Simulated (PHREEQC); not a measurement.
Make-up at 25 °C: 0.59 mol CuCl2, 0.015 mol HNO3 and 0.023 mol H3BO3 per kg of water. Closed to the air; pH follows from the charge balance.

Computed with PHREEQC (ion-association model, phreeqc.dat).

```tsv
quantity	before	after
pH	1.96	1.87
ionic strength (mol/kgw)	1.34	0.0150
H2BO3- (mol/kgw)	1.91e-9	1.11e-9
```

**Question.** Which change was made?
A. CuCl2 left out
B. temperature from 25 to 35 °C
C. CuCl2 replaced by HCl at the same molality
D. HNO3 from 0.015 to 0.0015 mol/kgw

**Answer.** A, CuCl2 left out

This is a speciation only: nothing precipitates in the calculation. The ionic strength passes 0.7 mol/kgw, the rough limit of the ion-association models, in before.
